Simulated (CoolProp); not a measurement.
Vapour-liquid equilibrium of CH2F2 (R32) (1) + R1234yf (2) at 15.3 bar; x and y are mole fractions of (1).

The numbers come from the multi-fluid Helmholtz-energy mixture model, Tillner-Roth 1997 and Lemmon 2022; pair parameters Bell 2023 in CoolProp.

| x | bubble temperature, mixture model (°C) | bubble temperature, Raoult's law (°C) | y, mixture model | y, Raoult's law |
|---|---|---|---|---|
| 0.05 | 53.3 | 54.0 | 0.100 | 0.112 |
| 0.15 | 46.8 | 48.7 | [?] | 0.299 |
| 0.25 | [?] | 44.1 | [?] | 0.447 |
| 0.35 | 36.5 | 40.0 | 0.535 | 0.567 |
| 0.45 | 32.8 | 36.4 | 0.627 | 0.666 |
| 0.55 | [?] | 33.1 | 0.704 | 0.750 |
| 0.65 | 27.2 | 30.1 | 0.771 | 0.820 |
| 0.75 | 25.1 | 27.3 | 0.833 | 0.881 |
| 0.85 | 23.4 | 24.8 | 0.895 | 0.933 |
| 0.95 | 21.9 | 22.4 | 0.963 | 0.979 |

**Question.** Some entries are withheld; supply them.

**Answer.** 
- 0.15, y, mixture model: 0.277
- 0.25, bubble temperature, mixture model (°C): 41.2
- 0.25, y, mixture model: 0.421
- 0.55, bubble temperature, mixture model (°C): 29.7

The largest gap from Raoult's law is -3.6 K in bubble temperature, at x = 0.45. No azeotrope shows between x = 0.05 and 0.95.

The pair parameters rest on a limited set of measurements; away from them the model extrapolates.
